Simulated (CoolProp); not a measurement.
Vapour-liquid equilibrium of propane (1) + R152A (2) at 328.8 K; x and y are mole fractions of (1).

Values from CoolProp's multi-fluid Helmholtz-energy mixture model, Lemmon 2009 and Outcalt 1996; pair parameters Bell 2016.

| x | bubble pressure (MPa) | y at the bubble point | dew pressure at overall composition x (MPa) | liquid density (mol/L) |
|---|---|---|---|---|
| 0.05 | 1.495 | 0.114 | 1.413 | 12.08 |
| 0.125 | ___ | 0.239 | 1.510 | ___ |
| 0.2 | 1.817 | 0.331 | 1.615 | 11.40 |
| 0.275 | 1.931 | 0.403 | 1.729 | 11.09 |
| 0.35 | 2.020 | 0.462 | 1.848 | ___ |
| 0.425 | 2.088 | 0.515 | 1.965 | 10.55 |
| 0.5 | 2.138 | 0.563 | 2.070 | 10.33 |
| 0.575 | 2.171 | 0.611 | 2.148 | 10.14 |
| 0.65 | 2.187 | 0.659 | 2.186 | 10.01 |
| 0.725 | 2.185 | 0.711 | 2.181 | 9.914 |
| 0.8 | 2.160 | 0.770 | 2.140 | 9.866 |
| 0.875 | 2.108 | 0.839 | 2.074 | 9.858 |
| 0.95 | 2.019 | 0.926 | 1.992 | 9.886 |

Problem. What belongs in the gaps?

Solution. 
- 0.125, bubble pressure (MPa): 1.674
- 0.125, liquid density (mol/L): 11.73
- 0.35, liquid density (mol/L): 10.81

y crosses x between x = 0.65 and 0.725: the model has an azeotrope there.

Pair parameters are fitted to limited data, so mixtures are less certain than the pure fluids.
